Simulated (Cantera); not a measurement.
A closed system holds: 1 mol CF4, 0.08 mol Si, equilibrated at 75.0 Torr.

Cantera equilibrium calculation (NASA polynomials, part measured and part estimated; ideal gas, pure solids and liquids). Candidate condensed phases: C, Si, SiC; 23 gas species. The tables' values for SiF3, C2F4 are old estimates; treat these amounts as uncertain. Gases not in the tables: C2F6 and larger saturated fluorocarbons. The numbers say what is thermodynamically allowed, not how fast it happens.

x: gas mole fraction; n: condensed amount in mol.

```tsv
T (°C)	x CF4	x F	x CF2	x SiF4	x CF3	x CF	n C(graphite)
652	0.920	1.56e-12	1.04e-10	0.0800	6.10e-10	<1e-12	0.0800
852	0.920	?	?	0.0800	?	<1e-12	0.0800
1052	0.920	3.81e-7	6.68e-6	0.0800	4.73e-6	1.05e-11	0.0800
1252	0.920	1.65e-5	0.000187	0.0800	7.06e-5	3.39e-9	0.0799
1452	0.917	0.000298	0.00238	0.0799	0.000558	2.83e-7	0.0787
1652	0.898	0.00294	0.0175	0.0791	0.00281	9.29e-6	0.0712
1852	?	?	?	0.0753	?	?	?
2052	0.636	0.104	0.174	0.0664	0.0190	0.000724	0
2252	0.296	0.369	0.263	0.0467	0.0228	0.00262	0
```

### Question
Fill in the missing entries.

### Answer

- 1852, x CF4: 0.812
- 1852, x F: 0.0185
- 1852, x CF2: 0.0840
- 1852, x CF3: 0.00977
- 1852, x CF: 0.000153
- 1852, n C(graphite): 0.0376
- 852, x F: 2.31e-9
- 852, x CF2: 7.14e-8
- 852, x CF3: 1.20e-7
